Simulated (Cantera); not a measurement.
Feed: 1 mol CH3SiCl3, 0.043 mol C2H4, a varied amount of H2, at 2125 °C and 7.50 Torr.

Equilibrium computed with Cantera from the NASA thermochemical tables; the gas is ideal and each condensed phase is pure. Candidate condensed phases: C, C6H6, C7H8, C8H18, Si, SiC; 109 gas species. The feed counts by its element totals alone. Gases not in the tables: Si2H6 and higher silanes. Kinetics and transport are ignored.

Question: Which condensed phases are stable at each of these points (n(H2) (mol)): 41, 58, 81, 110, 160, 230, 320, 440, 620, 880, 1200?

Answer: 
| n(H2) (mol) | condensed phases | Si condensed (%) |
|---|---|---|
| 41 | C(graphite) | 0.0 |
| 58 | C(graphite) | 0.0 |
| 81 | gas only | 0.0 |
| 110 | gas only | 0.0 |
| 160 | gas only | 0.0 |
| 230 | gas only | 0.0 |
| 320 | gas only | 0.0 |
| 440 | gas only | 0.0 |
| 620 | gas only | 0.0 |
| 880 | gas only | 0.0 |
| 1200 | gas only | 0.0 |

From 41 mol H2 to 58 mol H2 the condensed part is C(graphite). From 81 mol H2 to 1200 mol H2 nothing is condensed.
